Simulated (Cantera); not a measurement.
## Thermodynamics of oxide etching and cleaning by halides, feed MgO + Cl2 + O2

Input: 1 mol MgO, 8.4 mol Cl2, 0.19 mol O2, held at 78.0 mbar.

Method: chemical equilibrium by Gibbs-energy minimisation in Cantera with the NASA 1993 tables (ideal gas, pure condensed phases). Candidate condensed phases: Mg, MgCl2, MgO; 11 gas species. Kinetics and transport are ignored.

| T (K) | log p Cl2 | log p Cl | log p MgCl2 | log p O2 | n MgO(s) |
|---|---|---|---|---|---|
| 925 | -1.12 | -4.50 | -4.86 | -2.76 | 0.998 |
| 1025 | -1.12 | -3.81 | -3.75 | -2.74 | 0.980 |
| 1125 | -1.13 | -3.25 | -2.89 | -2.63 | 0.858 |
| 1225 | -1.17 | -2.80 | -2.29 | -2.38 | 0.417 |
| 1325 | -1.22 | -2.42 | -2.08 | -2.24 | 0 |
| 1425 | -1.25 | -2.09 | -2.09 | -2.25 | 0 |
| 1525 | -1.30 | -1.81 | -2.11 | -2.27 | 0 |
| 1625 | -1.39 | -1.59 | -2.14 | -2.31 | 0 |
| 1725 | -1.53 | -1.43 | -2.19 | -2.35 | 0 |
log p: log10 of the partial pressure in bar; n: condensed amount in mol.

From 925 K to 1225 K the condensed part is MgO(s). From 1325 K to 1725 K nothing is condensed. The main Mg-bearing gas is MgCl2 throughout.
